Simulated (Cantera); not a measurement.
A freely propagating, adiabatic, planar premixed flame of H₂ : O₂ : N₂ = 1 : 0.909 : 3.42 (molar parts), unburnt at 698 K and 100000 Pa; mixture-averaged transport, grid criteria slope 0.08 and curve 0.16, no radiation.

Model: the H2/O2 subset of GRI-Mech 3.0, which has no nitrogen chemistry, integrated in Cantera. Burning velocities carry a grid error of a few per cent, more on coarse grids. Lean hydrogen flames are cellular in practice and burn faster than this planar one.

x: mole fraction of selected species; z is measured from the peak of heat release.

| z (mm) | T (K) | u (m/s) | x H₂ | x O₂ | x H | x H₂O | x H₂O₂ | x O |
|---|---|---|---|---|---|---|---|---|
| -1.38 | 698 | 5.86 | 0.188 | 0.171 | <1e-8 | <1e-8 | <1e-8 | <1e-8 |
| -0.922 | 698 | 5.86 | 0.188 | 0.171 | <1e-8 | <1e-8 | <1e-8 | <1e-8 |
| -0.692 | 698 | 5.86 | 0.188 | 0.171 | <1e-8 | 2.33e-8 | <1e-8 | <1e-8 |
| -0.461 | 698 | 5.86 | 0.187 | 0.171 | 4.74e-7 | 2.81e-6 | 1.52e-8 | 4.23e-8 |
| -0.231 | 726 | 6.05 | 0.178 | 0.171 | 0.000309 | 0.00207 | 5.75e-6 | 2.61e-5 |
| -0.115 | … | 7.31 | 0.145 | 0.166 | 0.00419 | 0.0215 | 1.04e-5 | 0.000579 |
| 0 | … | 9.72 | 0.0758 | 0.136 | 0.0170 | 0.0857 | 7.58e-6 | 0.00528 |
| 0.115 | … | 11.6 | 0.0271 | 0.100 | 0.0225 | 0.146 | 4.15e-6 | 0.0118 |
| 0.231 | 1612 | 12.6 | 0.0147 | 0.0882 | 0.0186 | 0.167 | 2.27e-6 | 0.0131 |
| 0.461 | 1750 | 13.6 | 0.0104 | 0.0843 | 0.0116 | 0.178 | 1.16e-6 | 0.0107 |
| 0.922 | 1871 | 14.4 | 0.00717 | 0.0831 | 0.00567 | 0.187 | 6.34e-7 | 0.00714 |
| 1.84 | 1962 | 15.0 | 0.00404 | 0.0830 | 0.00215 | 0.194 | 3.79e-7 | 0.00391 |
| 3.69 | 2018 | 15.4 | 0.00184 | 0.0835 | 0.000620 | 0.200 | 2.33e-7 | 0.00176 |

Problem. What belongs in the gaps?

Solution. 
- -0.115, T (K): 898
- 0, T (K): 1222
- 0.115, T (K): 1475
